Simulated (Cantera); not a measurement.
Equilibrium for silicon etching in halogen gases: Si + HCl + H₂

Charge: 1 mol Si, 13 mol HCl, 86 mol H₂, equilibrated at 1300 K.

These are equilibrium values from Cantera (NASA tables, ideal gas, pure condensed phases), not measurements of a reactor. Candidate condensed phases: Si; 19 gas species. The tables' values for SiCl₃ are old estimates; treat these amounts as uncertain. Equilibrium is a limit: real reactors are often held back by kinetics, nucleation or transport.

```csv
P (Pa),x H₂,x HCl,x SiCl₂,x SiCl₄,x SiHCl₃
1,0.879,0.111,0.0101,1.03e-6,3.72e-7
10,0.879,0.111,0.00996,1.02e-5,3.68e-6
100,0.879,0.111,0.00957,9.72e-5,3.52e-5
1000,0.881,0.108,0.00801,0.000780,0.000289
10000,0.888,0.102,0.00391,0.00336,0.00133
100000,0.893,0.0969,0.000769,0.00591,0.00248
```
x: gas mole fraction; nothing condenses.

From 1.00 Pa to 1.00 bar nothing is condensed. The main Si-bearing gas is SiCl₂ at 1.00 Pa and SiCl₄ at 1.00 bar.
